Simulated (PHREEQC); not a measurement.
Solution A (0.0026 mol NaOH and 0.00014 mol H4SiO4 per kg of water) is mixed with solution B (0.02 mol AlCl3 per kg of water) at 20 °C; shares are by mass of water, 1 kg in all. O2 is buffered at 0.21 atm. No CO2 enters from the air. The run lets Chalcedony, Gibbsite, Halite precipitate or redissolve, and no other solid.

Model: ion-association model, phreeqc.dat, run in PHREEQC.

Problem. Predict Gibbsite (mol), Al in solution (mol/kgw), Al+3 (mol/kgw), H3SiO4- (mol/kgw) at share of solution B = 0.3, 0.5.

Solution. 
```tsv
share of solution B	Gibbsite (mol)	Al in solution (mol/kgw)	Al+3 (mol/kgw)	H3SiO4- (mol/kgw)
0.3	0.000638	0.00536	0.00525	7.94e-11
0.5	0.000458	0.00954	0.00938	5.28e-11
```

Complexes and solids missing from the database can't appear.
